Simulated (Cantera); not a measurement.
# Adiabatic ignition

An adiabatic, constant-pressure homogeneous reactor starts with 2.14 % C3H8, 20.5 % O2, 77.3 % N2, equivalence ratio 0.52, at 1350 K and 101000 Pa.

Detailed kinetics in Cantera: GRI-Mech 3.0 (53 species, 325 reactions). GRI-Mech 3.0 was tuned for natural gas; its chemistry of propane as a main component is partial and can be far from experiment.

```tsv
t (s)	T (K)	x C3H8	x O2	x CH2	x C2H2	x NO2	x HO2	x C2H
2.00e-6	1350	0.0213	0.205	1.37e-11	2.62e-12	<1e-12	1.97e-6	<1e-12
7.48e-6	1350	0.0213	0.205	2.20e-10	2.03e-10	<1e-12	1.31e-5	<1e-12
2.80e-5	1349	0.0211	0.205	3.84e-9	1.26e-8	<1e-12	3.99e-5	<1e-12
0.000105	1349	0.0198	0.205	1.74e-8	8.01e-7	<1e-12	3.38e-5	<1e-12
0.000391	1448	0.00449	0.182	1.96e-6	0.000217	2.58e-11	0.000678	1.13e-8
0.00146	2375	<1e-12	0.0952	<1e-12	<1e-12	2.36e-7	4.93e-6	<1e-12
0.00547	2379	<1e-12	0.0947	<1e-12	<1e-12	9.31e-7	5.04e-6	<1e-12
0.0205	2374	<1e-12	0.0932	<1e-12	<1e-12	3.08e-6	4.91e-6	<1e-12
0.0765	2365	<1e-12	0.0906	<1e-12	<1e-12	6.71e-6	4.68e-6	<1e-12
0.286	2362	<1e-12	0.0899	<1e-12	<1e-12	7.75e-6	4.62e-6	<1e-12
1.07	2362	<1e-12	0.0899	<1e-12	<1e-12	7.75e-6	4.62e-6	<1e-12
4.00	2362	<1e-12	0.0899	<1e-12	<1e-12	7.75e-6	4.62e-6	<1e-12
```
x: mole fraction; the columns are a selection and need not sum to one.

```
Quantity                                                           Value
---------------------------------  -------------------------------------
time of steepest temperature rise                               0.417 ms
temperature at 4.00 s                                             2362 K
equilibrium temperature                                           2362 K
x(C3H8) at 4.00 s                  <1e-12 (gas-phase equilibrium <1e-12)
x(O2) at 4.00 s                    0.0899 (gas-phase equilibrium 0.0899)
x(CH2) at 4.00 s                   <1e-12 (gas-phase equilibrium <1e-12)
```
